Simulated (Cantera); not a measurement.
A closed system holds: 1 mol SiCl4, 1.3 mol O2, at 1548 K and 0.000200 bar.

Method: chemical equilibrium by Gibbs-energy minimisation in Cantera with the NASA 1993 tables (ideal gas, pure condensed phases). Candidate condensed phases: Si, SiO2; 15 gas species. The tables hold silica as quartz up to 1696 K and as liquid above; real silica turns to tridymite and cristobalite and melts near 1996 K. Rates play no part.

Q: What is the equilibrium state?

A: 
- x(Cl): 0.903
- x(O2): 0.0714
- x(Cl2): 0.0255
- x(O): 0.000144
- x(ClO): 7.91e-5
- n(SiO2(β-quartz)): 1.00 mol
- gas amount: 4.193 mol
- log10 activity of Si(s) (absent): -16.59
